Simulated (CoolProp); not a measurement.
Vapour-liquid equilibrium of carbon dioxide (1) + n-pentane (2) at 269.2 K; x and y are mole fractions of (1).

Values from CoolProp's multi-fluid Helmholtz-energy mixture model, Span 1996 and Thol 2019; pair parameters Kunz 2012.

```tsv
x	bubble pressure (MPa)	y at the bubble point	dew pressure at overall composition x (MPa)	liquid density (mol/L)
0.05	0.2181	0.905	0.02145	9.271
0.15	0.6510	0.967	0.02399	9.870
0.25	1.074	0.979	0.02721	10.55
0.35	1.435	0.984	0.03142	11.34
0.45	1.718	0.987	0.03716	12.25
0.55	1.936	0.988	0.04544	13.31
0.65	2.126	0.990	0.05845	14.56
0.75	2.327	0.991	0.08192	16.07
0.85	2.580	0.994	0.1369	17.91
0.95	2.922	0.997	0.4188	20.22
```

No azeotrope shows between x = 0.05 and 0.95.

Pair parameters are fitted to limited data, so mixtures are less certain than the pure fluids. The gap from Raoult's law changes sign with composition, which may be real or a fault of the pair parameters; it wasn't checked against measurements.
